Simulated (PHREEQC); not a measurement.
0.019 g of hydrous ferric oxide (600 m²/g; 0.2 weak and 0.005 strong sites per Fe, Dzombak-Morel constants, diffuse double layer) in 1 kg of water with 0.1 mol/kgw of an inert sodium salt, at 25 °C; the pH is set by adding NaOH or the inert anion's acid. Oxygen alone is held at its pressure in air (log pO2 = -0.68). CO2 from the air is kept out. Nothing may precipitate in this run.

Base run: PHREEQC, ion-association model, wateq4f.dat. Each further column changes one thing. The table gives surface charge σ (C/m²).

```
pH     base  background salt from 0.1 to 0.01 mol/kgw  oxide from 0.019 to 0.095 g/kgw  6e-05 mol/kgw CuCl2 added
---  ------  ----------------------------------------  -------------------------------  -------------------------
3     0.363                                     0.324                            0.363                      0.363
4     0.321                                     0.216                            0.321                      0.321
4.5   0.272                                     0.160                            0.272                      0.273
5.5   0.159                                     0.077                            0.159                      0.176
6.5   0.074                                     0.030                            0.074                      0.177
7.5   0.022                                     0.008                            0.022                      0.125
8     0.004                                     0.001                            0.004                      0.078
9    -0.034                                    -0.013                           -0.034                      0.018
```

The oxide is taken as insoluble; below pH 4 it would dissolve. In at least one series the solution becomes supersaturated in solids that the run did not let form, among them Cu(OH)2. The database's constant for dissolved Cu(OH)2 is higher than later reviews accept.
